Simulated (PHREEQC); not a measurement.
Consider water at 20 °C with 0.2 mol CuCl2, 0.00033 mol HBF4 and 0.0003 mol KCl per kg of water. Closed to the air; pH follows from the charge balance.

All values are PHREEQC results (ion-association model, wateq4f.dat), not measurements.

Each row changes one thing in this solution. No solid was allowed to form.

```csv
case,pH,ionic strength (mol/kgw),Cl- (mol/kgw),Cu+2 (mol/kgw),CuCl+ (mol/kgw),CuCl2 (mol/kgw),SI of Atacamite (Cu2(OH)3Cl),SI of Tenorite (CuO)
as made,3.13,0.532,0.365,0.166,0.0312,0.00213,-1.60,-2.94
HBF4 from 0.00033 to 0.000363 mol/kgw,3.10,0.532,0.365,0.166,0.0312,0.00213,-1.70,-3.00
CuCl2 from 0.2 to 0.02 mol/kgw,3.17,0.0594,0.0396,0.0192,___,___,-3.67,-3.52
0.03 mol/kgw Cs2CO3 added,5.64,___,0.374,0.120,___,0.00165,+5.67,+1.95
KCl replaced by MgCl2 at the same molality,3.13,0.532,0.365,0.166,0.0312,0.00213,-1.60,-2.94
```

Task: Some entries are withheld; supply them.

Result: 
- CuCl2 from 0.2 to 0.02 mol/kgw, CuCl+ (mol/kgw): 0.000734
- CuCl2 from 0.2 to 0.02 mol/kgw, CuCl2 (mol/kgw): 9.43e-6
- 0.03 mol/kgw Cs2CO3 added, ionic strength (mol/kgw): 0.511
- 0.03 mol/kgw Cs2CO3 added, CuCl+ (mol/kgw): 0.0234

Some of these states are supersaturated (in Atacamite, Malachite, for instance). Real BF4- forms and hydrolyses slowly; the run takes it at equilibrium.
